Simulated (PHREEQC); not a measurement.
Make-up at 25 °C: 1.5 mmol/kgw HCl, 0.1 mmol/kgw Li2SO4 and 2.1 mmol/kgw Fe2(SO4)3. Closed to the air; pH follows from the charge balance.

Equilibrium calculation in PHREEQC: ion-association model, phreeqc.dat.

Precipitation was switched off in this run.

Task: Predict the pH, ionic strength.

Result: pH 2.73; ionic strength 0.0125 mol/kgw.

Task: In which forms is Fe present?

Result: FeSO4+ 69 %, FeOH+2 17 %, Fe+3 7.4 %, Fe(SO4)2- 2.8 %, Fe(OH)2+ 2.1 %, Fe2(OH)2+4 1.6 % of the Fe.

The solution is supersaturated, for example in Hematite (slow to form), Goethite (slow to form), so a real one may precipitate; this is no full list.
